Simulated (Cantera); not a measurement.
Standard-state values (1 bar) from the NASA 1993 polynomials, evaluated with Cantera. Values are per mole of reaction as written; species without (g) are pure solids or liquids, kept so even where they would boil at 1 bar.

3 Na₂SO₄ + 4 S → 3 Na₂S + 4 SO₃(g)

```json
[
 {"T (K)": "350", "ΔH° (kJ)": "1480.5", "ΔS° (J/K)": "733.7", "ΔG° (kJ)": "1223.7", "log10 K": "-182.62", "condensed phases": "Na₂SO₄(s), S(s), Na₂S(s)"},
 {"T (K)": "450", "ΔH° (kJ)": "1464.0", "ΔS° (J/K)": "692.0", "ΔG° (kJ)": "1152.6", "log10 K": "-133.78", "condensed phases": "Na₂SO₄(s), S(l), Na₂S(s)"},
 {"T (K)": "550", "ΔH° (kJ)": "1416.7", "ΔS° (J/K)": "599.2", "ΔG° (kJ)": "1087.2", "log10 K": "-103.25", "condensed phases": "Na₂SO₄(s), S(l), Na₂S(s)"},
 {"T (K)": "650", "ΔH° (kJ)": "?", "ΔS° (J/K)": "?", "ΔG° (kJ)": "?", "log10 K": "?", "condensed phases": "Na₂SO₄(s), S(l), Na₂S(s)"},
 {"T (K)": "750", "ΔH° (kJ)": "1391.0", "ΔS° (J/K)": "559.0", "ΔG° (kJ)": "971.7", "log10 K": "-67.68", "condensed phases": "Na₂SO₄(s), S(l), Na₂S(s)"},
 {"T (K)": "850", "ΔH° (kJ)": "1378.5", "ΔS° (J/K)": "543.4", "ΔG° (kJ)": "916.6", "log10 K": "-56.33", "condensed phases": "Na₂SO₄(s), S(l), Na₂S(s)"},
 {"T (K)": "950", "ΔH° (kJ)": "?", "ΔS° (J/K)": "?", "ΔG° (kJ)": "?", "log10 K": "?", "condensed phases": "Na₂SO₄(s), S(l), Na₂S(s)"},
 {"T (K)": "1050", "ΔH° (kJ)": "1349.3", "ΔS° (J/K)": "512.6", "ΔG° (kJ)": "811.1", "log10 K": "-40.35", "condensed phases": "Na₂SO₄(s), S(l), Na₂S(s)"}
]
```

Task: What belongs in the gaps?

Result: 
- 650, ΔH° (kJ): 1402.9
- 650, ΔS° (J/K): 576.1
- 650, ΔG° (kJ): 1028.5
- 650, log10 K: -82.65
- 950, ΔH° (kJ): 1364.0
- 950, ΔS° (J/K): 527.2
- 950, ΔG° (kJ): 863.1
- 950, log10 K: -47.45
